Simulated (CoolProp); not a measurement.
The numbers come from the reference Helmholtz-energy equation of state, Lemmon 2006 in CoolProp. It is a short technical equation, of lower accuracy than the large ones.

Problem. Give the vapour pressure (kPa), vapour density (kg/m³), enthalpy of vaporisation (kJ/kg), vapour viscosity (µPa s) of saturated isopentane at 329.3, 351.2 K.

Solution. 
```json
[
 {"T (K)": "329.3", "p (kPa)": "245", "vapour density (kg/m³)": "7.04", "enthalpy of vaporisation (kJ/kg)": "320", "vapour viscosity (µPa s)": "7.78"},
 {"T (K)": "351.2", "p (kPa)": "436", "vapour density (kg/m³)": "12.3", "enthalpy of vaporisation (kJ/kg)": "299", "vapour viscosity (µPa s)": "8.38"}
]
```

Viscosity comes from a separate model (Chung 1988), a generic estimate that can be far off for the liquid and wasn't checked against measurements.
